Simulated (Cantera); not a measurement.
Input (Python, Cantera) and output of one run.

```python
import numpy as np
import cantera as ct

gas_names = """
    C CN CO CO2 C2 CCN CNC C2N2 C2O C3 C3O2 C4 C4N2 C5 Fe FeC5O5 FeO N NCO NO NO2 NO3 N2 N2O O O2 O3
""".split()
cond_names = """
    C(gr) Fe(a) Fe(c) Fe(d) Fe(L) FeC5O5(L) FeO(s) FeO(L) Fe2O3(s) Fe3O4(s)
""".split()


# ... load() reads the species with a 1 bar reference pressure and builds the phases ...
atoms = {
    'Fe3O4': {'Fe': 3, 'O': 4},
    'CO': {'C': 1, 'O': 1},
    'N2': {'N': 2},
}
top_T = {'C(gr)': 4500, 'Fe2O3(s)': 1830, 'Fe3O4(s)': 1870}  # K; cautious upper limits of use, not melting points


# ... equilibrate(T, P, feed) seeds the gas with the atoms and calls Mixture.equilibrate('TP', solver="vcs", rtol=1e-11, max_steps=5000) ...
results = []
feed = {'Fe3O4': 1, 'CO': 15, 'N2': 0.17}  # mol
P = 47000  # Pa
for T in [1348, 1448, 1548, 1648, 1748, 1848, 1948, 2048, 2148, 2248, 2348, 2448, 2548]:
    mix = equilibrate(T, P, feed)
    results.append((T, P, feed, dict(zip(mix.species_names, mix.species_moles))))

top = {s: max(r[3][s] / sum(r[3][g] for g in gas_names) for r in results) for s in gas_names}
cols = sorted((s for s in top if top[s] > 0.001), key=lambda s: -top[s])[:9]
seen = [c for c in cond_names if any(r[3].get(c, 0) > 1e-12 for r in results)]
print("log10 of partial pressures in bar; condensed amounts in mol")
print(f"{'T/K':>10s}" + "".join(f"{s[:9]:>10s}" for s in cols + seen))
for T, P, feed, n in results:
    ng = sum(n[g] for g in gas_names)
    print(f"{T:10.4g}" + "".join(f"{np.log10(max(n[s] / ng * P / 1e5, 1e-99)):10.3f}" for s in cols)
          + "".join(f"{n.get(c, 0):10.4g}" for c in seen))
```

Result:

```
log10 of partial pressures in bar; condensed amounts in mol
       T/K        CO       CO2        Fe        N2       FeO     Fe(c)     Fe(d)     Fe(L)    FeO(s)    FeO(L)
      1348    -0.404    -1.151    -8.390    -2.278   -11.560     1.281         0         0     1.719         0
      1448    -0.400    -1.177    -7.322    -2.278   -10.223     1.149         0         0     1.851         0
      1548    -0.396    -1.200    -6.395    -2.278    -9.066     1.036         0         0     1.964         0
      1648    -0.393    -1.222    -5.584    -2.278    -8.054    0.9378         0         0     2.062         0
      1748    -0.385    -1.278    -4.869    -2.278    -7.206         0    0.7019         0         0     2.298
      1848    -0.380    -1.322    -4.244    -2.278    -6.456         0         0    0.5353         0     2.463
      1948    -0.377    -1.351    -3.699    -2.279    -5.787         0         0    0.4321         0     2.561
      2048    -0.374    -1.377    -3.210    -2.279    -5.187         0         0    0.3353         0     2.645
      2148    -0.373    -1.402    -2.769    -2.280    -4.646         0         0     0.229         0     2.715
      2248    -0.374    -1.426    -2.370    -2.283    -4.157         0         0   0.08402         0     2.775
      2348    -0.380    -1.407    -2.053    -2.287    -3.713         0         0         0         0     2.703
      2448    -0.394    -1.345    -1.816    -2.294    -3.307         0         0         0         0     2.473
      2548    -0.413    -1.275    -1.619    -2.304    -2.936         0         0         0         0     2.141
```

Equilibrium computed with Cantera from the NASA thermochemical tables; the gas is ideal and each condensed phase is pure. Each liquid is taken as pure. Mutual solubility and eutectic melting of coexisting phases are not modelled. The tables' stoichiometric FeO is somewhat more stable than real wüstite, so its field is too wide. FeO: taken at fixed stoichiometry.
